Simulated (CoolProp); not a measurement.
n-hexane at several states: density (kg/m³) from the reference equation and from simpler models built on Tc = 507.8 K, pc = 30.44 bar, ω = 0.300; each cubic takes its own stable root.

Values from CoolProp's reference Helmholtz-energy equation of state, Thol 2019.

```json
[
 {"T (K)": "400", "p (bar)": "71.2", "phase": "liquid", "reference": "568.4", "van der Waals": "359.4", "Redlich-Kwong": "497.2", "Soave-Redlich-Kwong": "515.6", "Peng-Robinson": "581.4"},
 {"T (K)": "329.3", "p (bar)": "2.11", "phase": "liquid", "reference": "625.9", "van der Waals": "7.061", "Redlich-Kwong": "___", "Soave-Redlich-Kwong": "564.4", "Peng-Robinson": "637.8"},
 {"T (K)": "338.2", "p (bar)": "2.47", "phase": "liquid", "reference": "___", "van der Waals": "8.105", "Redlich-Kwong": "532.4", "Soave-Redlich-Kwong": "___", "Peng-Robinson": "629.1"}
]
```

Problem. What belongs in the gaps?

Solution. 
- 329.3, Redlich-Kwong: 541.2
- 338.2, reference: 617.2
- 338.2, Soave-Redlich-Kwong: 556.4

At some of these states van der Waals gives the other phase, because its saturation line lies elsewhere.
